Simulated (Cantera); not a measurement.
Low-pressure radical oxidation in H2/O2

An isothermal, constant-pressure homogeneous reactor starts with H2 : O2 : N2 = 0.084 : 1 : 1.3 (molar parts), equivalence ratio 0.042, at 1325 K and 18.8 Torr.

Computed with Cantera and GRI-Mech 3.0 (53 species, 325 reactions). Radical loss at walls, strong at low pressure, is not modelled. The temperature is held fixed by assumption; the heat of reaction is taken as removed at once.

```tsv
t (s)	x H2	x O2	x H	x H2O	x NO	x N2O	x NO2
2.00e-6	0.0352	0.419	4.19e-10	<1e-12	<1e-12	<1e-12	<1e-12
1.15e-5	0.0352	0.419	2.13e-9	3.70e-11	<1e-12	<1e-12	<1e-12
6.63e-5	0.0352	0.419	9.94e-9	4.68e-9	<1e-12	<1e-12	<1e-12
0.000382	0.0352	0.419	4.85e-7	1.20e-6	<1e-12	<1e-12	<1e-12
0.00220	0.000993	0.392	0.00634	0.0294	6.06e-8	4.27e-9	2.16e-12
0.0126	0.000643	0.397	0.00385	0.0315	5.80e-7	1.35e-8	2.63e-11
0.0728	0.000175	0.406	0.000504	0.0346	1.11e-6	2.05e-8	1.16e-10
0.419	1.04e-5	0.409	7.10e-6	0.0357	1.17e-6	3.21e-8	4.69e-10
2.41	6.11e-7	0.409	1.03e-7	0.0358	1.18e-6	3.33e-8	7.13e-10
13.9	7.55e-8	0.409	4.50e-9	0.0359	1.18e-6	1.71e-8	1.77e-9
80.0	4.79e-8	0.409	2.28e-9	0.0359	1.18e-6	4.74e-9	2.55e-9
```
x: mole fraction; the columns are a selection and need not sum to one.

Equilibrium at this temperature and pressure: H2 4.79e-8, O2 0.409, H 2.28e-9, H2O 0.0359, NO 0.000547, N2O 4.75e-9, NO2 1.18e-6 (gas phase only).
